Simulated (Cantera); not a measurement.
A Cantera script and what it prints.

```python
import numpy as np
import cantera as ct

gas_names = """
    B BH BH2 BH3 BN BO BO2 B2 B2O B2O2 B2O3 B3O3H3 H HBO HBO2 HNO HNO2 HNO3 HO2 H2 H2O H2O2 H3B3O6 N NH
    NH2 NH3 NH2OH NO NO2 NO3 N2 N2H2 N2H4 N2O O OH O2 O3
""".split()
cond_names = """
    B(b) B(L) BN(s) B2O3(L) B3O3H3(cr) H2O(s) H2O(L)
""".split()


# ... load() reads the species with a 1 bar reference pressure and builds the phases ...
atoms = {
    'borazine': {'B': 3, 'N': 3, 'H': 6},
    'H2': {'H': 2},
    'H2O': {'H': 2, 'O': 1},
}
top_T = {'BN(s)': 3200}  # K; cautious upper limits of use, not melting points


# ... equilibrate(T, P, feed) seeds the gas with the atoms and calls Mixture.equilibrate('TP', solver="vcs", rtol=1e-11, max_steps=5000) ...
results = []
feed = {'borazine': 1, 'H2': 8.1, 'H2O': 0.32}  # mol
T = 1875  # K
P = 83  # Pa
mix = equilibrate(T, P, feed)
results.append((T, P, feed, dict(zip(mix.species_names, mix.species_moles))))
print(gas.report(threshold=1e-06))
for i in range(1, mix.n_phases):
    print(f"{mix.phase(i).name:16s} {mix.phase_moles(i):12.5e} mol")
```

Result:

```
       temperature   1875 K
          pressure   83 Pa
           density   1.6942e-05 kg/m^3
  mean mol. weight   3.1822 kg/kmol
   phase of matter   gas

                          1 kg             1 kmol
                     ---------------   ---------------
          enthalpy          1.57e+07         4.996e+07  J
   internal energy        1.0801e+07         3.437e+07  J
           entropy             78926        2.5115e+05  J/K
    Gibbs function       -1.3229e+08       -4.2096e+08  J
 heat capacity c_p             10694             34029  J/K
 heat capacity c_v            8080.9             25715  J/K

                      mass frac. Y      mole frac. X     chem. pot. / RT
                     ---------------   ---------------   ---------------
                 B        5.9166e-05        1.7417e-05           -3.0802
                BH        6.7292e-06        1.8119e-06             -16.3
               BH2        0.00081716        0.00020274           -29.521
                BO          0.057385         0.0068114           -40.325
               B2O        0.00084216        7.1237e-05           -43.406
              B2O2          0.018592         0.0011034           -80.651
              B2O3        5.0074e-05        2.2889e-06            -117.9
                 H         0.0069611          0.021975            -13.22
               HBO           0.15379          0.017592           -53.546
              HBO2        6.9034e-05        5.0136e-06           -90.791
                H2           0.59099           0.93286            -26.44
                N2           0.17043          0.019359           -37.764
     [  +27 minor]        9.1466e-06        1.7122e-06

B(b)              1.40628e-01 mol
BN(s)             2.53595e+00 mol
B2O3(L)           0.00000e+00 mol
B3O3H3(cr)        0.00000e+00 mol
```

These are equilibrium values from Cantera (NASA tables, ideal gas, pure condensed phases), not measurements of a reactor. The feed counts by its element totals alone. Mutual solubility and eutectic melting of coexisting phases are not modelled. The tables' values for BH2 are old estimates; treat these amounts as uncertain.
